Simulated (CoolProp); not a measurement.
Aqueous ammonia as a coolant, at 2 °C, 1 atm.

The numbers come from the Melinder's fits for secondary coolants in CoolProp.

| mass % | freezing point (°C) | viscosity (mPa s) | cp (kJ/(kg K)) | conductivity (W/(m K)) | Prandtl number |
|---|---|---|---|---|---|
| 5.7 | -7.0 | 1.81 | 4.211 | 0.525 | 14.5 |
| 8.2 | -10.7 | 1.84 | 4.213 | 0.511 | 15.1 |
| 10.7 | -14.8 | 1.88 | 4.216 | 0.496 | 16.0 |
| 13.2 | -19.5 | 1.95 | 4.219 | 0.482 | 17.1 |
| 15.7 | -24.9 | 2.02 | 4.222 | 0.468 | 18.2 |
| 18.2 | -31.2 | 2.09 | 4.226 | 0.456 | 19.3 |
| 20.7 | -38.7 | 2.12 | 4.230 | 0.445 | 20.1 |
| 23.2 | -47.8 | 2.12 | 4.235 | 0.436 | 20.6 |
| 25.6 | -58.3 | 2.10 | 4.240 | 0.429 | 20.7 |
| 28.1 | -71.8 | 2.10 | 4.246 | 0.421 | 21.1 |
